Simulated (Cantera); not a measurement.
Charge: 1 mol PbO, 0.031 mol O2, 0.5 mol N2, at 750 Torr.

These are equilibrium values from Cantera (NASA tables, ideal gas, pure condensed phases), not measurements of a reactor. Candidate condensed phases: Pb, PbO, PbO2, Pb3O4; 12 gas species. Kinetics and transport are ignored.

x: gas mole fraction; n: condensed amount in mol.

| T (°C) | x N2 | x O2 | x NO | x PbO | x NO2 | n PbO(red) | n Pb3O4(s) | n PbO(yellow) | n PbO(l) |
|---|---|---|---|---|---|---|---|---|---|
| 302 | 0.981 | 0.0186 | 3.08e-9 | <1e-12 | 8.69e-9 | 0.871 | 0.0431 | 0 | 0 |
| 352 | 0.942 | 0.0584 | 2.47e-8 | <1e-12 | 4.67e-8 | 1.00 | 0 | 0 | 0 |
| 402 | 0.942 | 0.0584 | 9.07e-8 | <1e-12 | 7.48e-8 | 1.00 | 0 | 0 | 0 |
| 452 | 0.942 | 0.0584 | 2.79e-7 | <1e-12 | 1.12e-7 | 1.00 | 0 | 0 | 0 |
| 502 | 0.942 | 0.0584 | 7.41e-7 | ___ | 1.60e-7 | 0 | 0 | 1.00 | 0 |
| 552 | 0.942 | 0.0584 | 1.75e-6 | ___ | 2.19e-7 | 0 | 0 | 1.00 | 0 |
| 602 | 0.942 | 0.0584 | 3.75e-6 | ___ | 2.89e-7 | 0 | 0 | 1.00 | 0 |
| 652 | 0.942 | 0.0584 | 7.39e-6 | ___ | 3.70e-7 | 0 | 0 | 1.00 | 0 |
| 702 | 0.942 | 0.0584 | 1.36e-5 | ___ | 4.63e-7 | 0 | 0 | 1.00 | 0 |
| 752 | 0.942 | 0.0584 | 2.36e-5 | ___ | 5.66e-7 | 0 | 0 | 1.00 | 0 |
| 802 | 0.942 | 0.0584 | 3.88e-5 | ___ | 6.80e-7 | 0 | 0 | 1.000 | 0 |
| 852 | 0.942 | 0.0583 | 6.12e-5 | ___ | 8.04e-7 | 0 | 0 | 1.000 | 0 |
| 902 | 0.942 | 0.0583 | 9.27e-5 | ___ | 9.37e-7 | 0 | 0 | 0 | 1.000 |

**Question.** Complete the blanks.

**Answer.** 
- 502, x PbO: 1.79e-11
- 552, x PbO: 2.51e-10
- 602, x PbO: 2.57e-9
- 652, x PbO: 2.04e-8
- 702, x PbO: 1.30e-7
- 752, x PbO: 6.85e-7
- 802, x PbO: 3.08e-6
- 852, x PbO: 1.21e-5
- 902, x PbO: 4.03e-5
